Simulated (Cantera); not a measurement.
Cantera run:

```python
import numpy as np
import cantera as ct

gas_names = """
    CL CLO CL2 H HCL HNO HNO2 HNO3 HOCL HO2 H2 H2O H2O2 N NH NH2 NH3 NH2OH NO NO2 NO3 N2 N2H2 N2H4 N2O O
    OH O2 O3 Si SiCL SiCL2 SiCL3 SiCL4 SiH SiHCL3 SiH2 SiH2CL2 SiH3 SiH3CL SiH4 SiN SiO SiO2 Si2 Si2N
    Si3
""".split()
cond_names = """
    H2O(s) H2O(L) NH4CL(a) NH4CL(b) Si(cr) Si(L) SiO2(Lqz) SiO2(hqz) SiO2(L) Si2N2O(s) Si3N4(a)
""".split()


def load(file, names, dense=False):
    # The tables refer to 1 bar. Condensed volumes are neglected.
    table = {s.name: s for s in ct.Species.list_from_file(file)}
    out = []
    for n in names:
        d = dict(table[n].input_data)
        d["thermo"] = dict(d["thermo"], **{"reference-pressure": 1e5})
        if dense:
            d["equation-of-state"] = {"model": "constant-volume", "density": "1e6 g/cm^3"}
        out.append(ct.Species.from_dict(d))
    return out


gas = ct.Solution(thermo="ideal-gas", species=load("nasa_gas.yaml", gas_names))
cond = {s.name: ct.Solution(thermo="fixed-stoichiometry", species=[s], name=s.name)
        for s in load("nasa_condensed.yaml", cond_names, dense=True)}
atoms = {
    'SiCl4': {'Si': 1, 'CL': 4},
    'N2O': {'N': 2, 'O': 1},
    'H2': {'H': 2},
}
top_T = {'Si2N2O(s)': 2100, 'Si3N4(a)': 2400}  # K; cautious upper limits of use, not melting points


def equilibrate(T, P, feed):
    n = {}
    for name, mol in feed.items():
        for a, k in atoms[name].items():
            n[a] = n.get(a, 0.0) + k * mol
    gas.TPX = T, P, n
    mass = sum(n.values()) * gas.mean_molecular_weight
    gas.equilibrate("TP")
    valid = [c for c in cond.values() if c.min_temp <= T <= top_T.get(c.name, c.max_temp)]
    mix = ct.Mixture([(gas, mass / gas.mean_molecular_weight)] + [(c, 0.0) for c in valid])
    mix.T, mix.P = T, P
    mix.equilibrate("TP", solver="vcs", rtol=1e-11, max_steps=5000)
    return mix


results = []
feed = {'SiCl4': 1, 'N2O': 0.12, 'H2': 28}  # mol
T = 1498  # K
P = 2800  # Pa
mix = equilibrate(T, P, feed)
results.append((T, P, feed, dict(zip(mix.species_names, mix.species_moles))))
x = sorted(zip(gas.X, gas.species_names), reverse=True)
print(f"T = {T:g} K  P = {P:g} Pa  gas = {mix.phase_moles(0):.4g} mol")
print("   x: " + "  ".join(f"{s} {v:.3e}" for v, s in x if v > 1e-05))
print("   condensed (mol): " + ("  ".join(f"{mix.phase(i).name} {mix.phase_moles(i):.4g}"
      for i in range(1, mix.n_phases) if mix.phase_moles(i) > 1e-12) or "none"))
```

Result:

```
T = 1498 K  P = 2800 Pa  gas = 29.99 mol
   x: H2 8.925e-01  HCL 8.181e-02  SiCL2 2.405e-02  SiCL3 8.793e-04  N2 2.189e-04  SiO 2.189e-04  SiHCL3 1.152e-04  SiCL4 1.027e-04  H 9.702e-05  SiH2CL2 2.052e-05
   condensed (mol): Si(cr) 0.01152  Si2N2O(s) 0.1134
```

These are equilibrium values from Cantera (NASA tables, ideal gas, pure condensed phases), not measurements of a reactor. Mutual solubility and eutectic melting of coexisting phases are not modelled. The tables' values for SiCl3 are old estimates; treat these amounts as uncertain.
